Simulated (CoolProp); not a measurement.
The fluid at 298.15 K and 0.0474 MPa expands adiabatically to 0.00452 MPa with isentropic efficiency 0.9. The same conditions are run with several fluids, on thermodynamics alone (safety and materials aside).

Model: reference Helmholtz-energy equation of state of each fluid (R245ca: Zhou 2016; oxygen: Schmidt 1985; R410A: Lemmon 2003), in CoolProp. Blends and air are pseudo-pure fits.

```csv
fluid,work (kJ/kg),final temperature (K),final density (kg/m³)
R245ca,35.6,254.7,0.287
oxygen,119,167.1,0.104
R410A,60.5,216.1,0.183
```
